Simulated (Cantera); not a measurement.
An isothermal, constant-pressure homogeneous reactor starts with CH4 : N2 = 1 : 1.8 (molar parts), at 1250 K and 1.00 atm. Integrator tolerance rtol = 1e-08.

Cantera simulation using GRI-Mech 3.0 (53 species, 325 reactions); the numbers are that mechanism's predictions, not measurements. GRI-Mech 3.0 stops at C3 and has no aromatics, soot or wall deposition, so with more carbon than oxygen in the feed, carbon stays in small species such as C2H2 where larger ones or solid carbon would form.

```json
[
 {"quantity": "x(CH4) at 50.0 s", "before": "0.318 (gas-phase equilibrium 0.201)", "after": "0.357 (gas-phase equilibrium 0.326)"},
 {"quantity": "x(CH3) at 50.0 s", "before": "4.07e-6 (gas-phase equilibrium 4.71e-6)", "after": "1.22e-8 (gas-phase equilibrium 7.66e-8)"},
 {"quantity": "x(H2) at 50.0 s", "before": "0.0407 (gas-phase equilibrium 0.160)", "after": "8.37e-7 (gas-phase equilibrium 0.0279)"},
 {"quantity": "x(HCN) at 50.0 s", "before": "<1e-12 (gas-phase equilibrium 0.0406)", "after": "<1e-12 (gas-phase equilibrium 0.00503)"},
 {"quantity": "x(C2H6) at 50.0 s", "before": "0.000139 (gas-phase equilibrium 0.000262)", "after": "7.93e-7 (gas-phase equilibrium 0.000674)"},
 {"quantity": "x(C2H2) at 50.0 s", "before": "0.0112 (gas-phase equilibrium 0.0205)", "after": "1.03e-11 (gas-phase equilibrium 0.000616)"}
]
```

Task: What was changed between the two runs?
A) pressure from 1.00 atm to 0.00582 atm
B) CH4 1 to 7.6 parts
C) pressure from 1.00 atm to 0.00109 atm
D) temperature 1250 to 1000 K

Result: D, temperature 1250 to 1000 K
